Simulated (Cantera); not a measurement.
A freely propagating, adiabatic, planar premixed flame of H₂ : O₂ : N₂ = 1 : 0.278 : 1.14 (molar parts), equivalence ratio 1.8, unburnt at 350 K and 5.00 bar; mixture-averaged transport, grid criteria slope 0.08 and curve 0.16, no radiation.

Cantera simulation using the H2/O2 subset of GRI-Mech 3.0, which has no nitrogen chemistry; the numbers are that mechanism's predictions, not measurements. The hydrogen kinetics of GRI-Mech 3.0 are dated; newer H2 mechanisms differ, most at raised pressure. Burning velocities carry a grid error of a few per cent, more on coarse grids.

Question: What does this change do: 0.079 parts H2O added?

Answer: 
```csv
quantity,before,after
laminar burning velocity,335 cm/s,291 cm/s
thermal thickness,0.0466 mm,0.0465 mm
peak x(H₂O₂),0.000136,0.000145
peak x(O),0.00194,0.00152
peak x(OH),0.00360,0.00318
```

Question: What does this change do: inlet temperature 350 to 600 K?

Answer: 
```
quantity                     before      after
------------------------  ---------  ---------
laminar burning velocity   335 cm/s   869 cm/s
thermal thickness         0.0466 mm  0.0569 mm
peak x(H₂O₂)               0.000136    4.74e-5
peak x(O)                   0.00194    0.00311
peak x(OH)                  0.00360    0.00594
```
